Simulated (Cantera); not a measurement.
What does this Cantera script print?

```python
import numpy as np
import cantera as ct

gas_names = """
    B BH BH2 BH3 BO BO2 B2 B2O B2O2 B2O3 B3O3H3 H HBO HBO2 HO2 H2 H2O H2O2 H3B3O6 O OH O2 O3
""".split()
cond_names = """
    B(b) B(L) B2O3(L) B3O3H3(cr) H2O(s) H2O(L)
""".split()


def load(file, names, dense=False):
    # The tables refer to 1 bar. Condensed volumes are neglected.
    table = {s.name: s for s in ct.Species.list_from_file(file)}
    out = []
    for n in names:
        d = dict(table[n].input_data)
        d["thermo"] = dict(d["thermo"], **{"reference-pressure": 1e5})
        if dense:
            d["equation-of-state"] = {"model": "constant-volume", "density": "1e6 g/cm^3"}
        out.append(ct.Species.from_dict(d))
    return out


gas = ct.Solution(thermo="ideal-gas", species=load("nasa_gas.yaml", gas_names))
cond = {s.name: ct.Solution(thermo="fixed-stoichiometry", species=[s], name=s.name)
        for s in load("nasa_condensed.yaml", cond_names, dense=True)}
atoms = {
    'B2H6': {'B': 2, 'H': 6},
    'O2': {'O': 2},
    'H2': {'H': 2},
}
top_T = {}  # K; cautious upper limits of use, not melting points


def equilibrate(T, P, feed):
    n = {}
    for name, mol in feed.items():
        for a, k in atoms[name].items():
            n[a] = n.get(a, 0.0) + k * mol
    gas.TPX = T, P, n
    mass = sum(n.values()) * gas.mean_molecular_weight
    gas.equilibrate("TP")
    valid = [c for c in cond.values() if c.min_temp <= T <= top_T.get(c.name, c.max_temp)]
    mix = ct.Mixture([(gas, mass / gas.mean_molecular_weight)] + [(c, 0.0) for c in valid])
    mix.T, mix.P = T, P
    mix.equilibrate("TP", solver="vcs", rtol=1e-11, max_steps=5000)
    return mix


results = []
feed = {'B2H6': 1, 'O2': 0.053, 'H2': 5.4}  # mol
P = 1333.22  # Pa
for T in [900, 1100, 1300, 1500, 1700, 1900, 2100]:
    mix = equilibrate(T, P, feed)
    results.append((T, P, feed, dict(zip(mix.species_names, mix.species_moles))))
    x = sorted(zip(gas.X, gas.species_names), reverse=True)
    print(f"T = {T:g} K  P = {P:g} Pa  gas = {mix.phase_moles(0):.4g} mol")
    print("   x: " + "  ".join(f"{s} {v:.3e}" for v, s in x if v > 0.0001))
    print("   condensed (mol): " + ("  ".join(f"{mix.phase(i).name} {mix.phase_moles(i):.4g}"
          for i in range(1, mix.n_phases) if mix.phase_moles(i) > 1e-12) or "none"))
```

Output:

```
T = 900 K  P = 1333.22 Pa  gas = 8.397 mol
   x: H2 9.994e-01  B3O3H3 6.110e-04
   condensed (mol): B(b) 1.924  B2O3(L) 0.0302
T = 1100 K  P = 1333.22 Pa  gas = 8.397 mol
   x: H2 9.992e-01  B3O3H3 7.584e-04
   condensed (mol): B(b) 1.923  B2O3(L) 0.02874
T = 1300 K  P = 1333.22 Pa  gas = 8.408 mol
   x: H2 9.965e-01  HBO 2.498e-03  B3O3H3 8.011e-04
   condensed (mol): B(b) 1.915  B2O3(L) 0.02077
T = 1500 K  P = 1333.22 Pa  gas = 8.453 mol
   x: H2 9.884e-01  HBO 1.041e-02  B2O2 8.164e-04  H 1.516e-04
   condensed (mol): B(b) 1.895
T = 1700 K  P = 1333.22 Pa  gas = 8.459 mol
   x: H2 9.868e-01  HBO 1.103e-02  H 1.268e-03  B2O2 5.708e-04  BO 2.834e-04
   condensed (mol): B(b) 1.894
T = 1900 K  P = 1333.22 Pa  gas = 8.487 mol
   x: H2 9.808e-01  HBO 1.056e-02  H 6.806e-03  BO 1.174e-03  B2O2 3.625e-04  BH2 2.506e-04
   condensed (mol): B(b) 1.892
T = 2100 K  P = 1333.22 Pa  gas = 8.581 mol
   x: H2 9.606e-01  H 2.645e-02  HBO 8.731e-03  BO 3.182e-03  BH2 7.762e-04  B2O2 1.874e-04
   condensed (mol): B(b) 1.886
```

These are equilibrium values from Cantera (NASA tables, ideal gas, pure condensed phases), not measurements of a reactor. The feed counts by its element totals alone. Mutual solubility and eutectic melting of coexisting phases are not modelled. The tables' values for BH2 are old estimates; treat these amounts as uncertain.
